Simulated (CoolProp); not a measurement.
Model: reference Helmholtz-energy equation of state, Span 2000, in CoolProp.

Question: For nitrogen, give the phase and the density (kg/m³), isothermal compressibility (1/MPa), conductivity (mW/(m K)), Prandtl number at 94.1 K and 50.4 bar; 108 K and 50.4 bar; 191 K and 50.4 bar.

Answer: 
- 94.1 K and 50.4 bar: liquid; density 743, isothermal compressibility 0.00514, conductivity 119, Prandtl number 1.74
- 108 K and 50.4 bar: liquid; density 668, isothermal compressibility 0.0102, conductivity 93.6, Prandtl number 1.65
- 191 K and 50.4 bar: supercritical; density 101, isothermal compressibility 0.222, conductivity 22.3, Prandtl number 0.876

Viscosity comes from a separate model (Lemmon 2004). Thermal conductivity comes from a separate model (Lemmon 2004).
